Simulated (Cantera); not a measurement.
A closed system holds: 1 mol SiHCl3, 0.023 mol C2H2, 99 mol H2, held at 23.3 Torr.

Cantera equilibrium calculation (NASA polynomials, part measured and part estimated; ideal gas, pure solids and liquids). Candidate condensed phases: C, C6H6, C7H8, C8H18, Si, SiC; 109 gas species. Mutual solubility and eutectic melting of coexisting phases are not modelled. The tables' values for SiCl are old estimates; treat these amounts as uncertain. Gases not in the tables: Si2H6 and higher silanes. Kinetics and transport are ignored. All values below are at 1673 K.

Base state: H2 0.972, HCl 0.0250, SiCl2 0.00232, H 0.000638, Si 1.35e-5, Cl 1.28e-5, SiCl 1.17e-5, SiH2 1.07e-5 (mole fractions); condensed: Si(s) + SiC(s).

Task: What changes in the equilibrium state with this change: C2H2 from 0.023 to 1.4 mol?

Result: 
```json
[
 {"species": "H2", "before": "0.972", "after": "0.970"},
 {"species": "HCl", "before": "0.0250", "after": "0.0292"},
 {"species": "H", "before": "0.000638", "after": "0.000637"},
 {"species": "SiCl2", "before": "0.00232", "after": "4.23e-5"},
 {"species": "C2H2 (acetylene)", "before": "9.89e-9", "after": "5.53e-5"},
 {"species": "SiH2", "before": "1.07e-5", "after": "1.43e-7"},
 {"species": "Si", "before": "1.35e-5", "after": "1.80e-7"},
 {"species": "CH4", "before": "4.75e-7", "after": "3.54e-5"},
 {"species": "Si(s), mol", "before": "0.715", "after": "0"},
 {"species": "SiC(s), mol", "before": "0.0459", "after": "0.996"},
 {"species": "C(graphite), mol", "before": "0", "after": "1.79"}
]
```

Task: What changes in the equilibrium state with this change: pressure from 23.3 Torr to 1.00 Torr?

Result: 
```json
[
 {"species": "H2", "before": "0.972", "after": "0.969"},
 {"species": "HCl", "before": "0.0250", "after": "0.0249"},
 {"species": "H", "before": "0.000638", "after": "0.00307"},
 {"species": "Si", "before": "1.35e-5", "after": "0.000313"},
 {"species": "SiCl2", "before": "0.00232", "after": "0.00231"},
 {"species": "SiH", "before": "3.95e-6", "after": "1.90e-5"},
 {"species": "SiCl", "before": "1.17e-5", "after": "5.63e-5"},
 {"species": "Si(s), mol", "before": "0.715", "after": "0.679"},
 {"species": "SiC(s), mol", "before": "0.0459", "after": "0.0458"}
]
```

Task: What changes in the equilibrium state with this change: H2 from 99 to 37 mol?

Result: 
```csv
species,before,after
H2,0.972,0.934
HCl,0.0250,0.0540
SiCl2,0.00232,0.0112
SiCl3,9.54e-6,0.000102
Cl,1.28e-5,2.82e-5
SiCl,1.17e-5,2.58e-5
SiH2,1.07e-5,1.03e-5
"Si(s), mol",0.715,0.509
"SiC(s), mol",0.0459,0.0460
```
The tables' values for SiCl3, SiCl are old estimates; treat these amounts as uncertain.
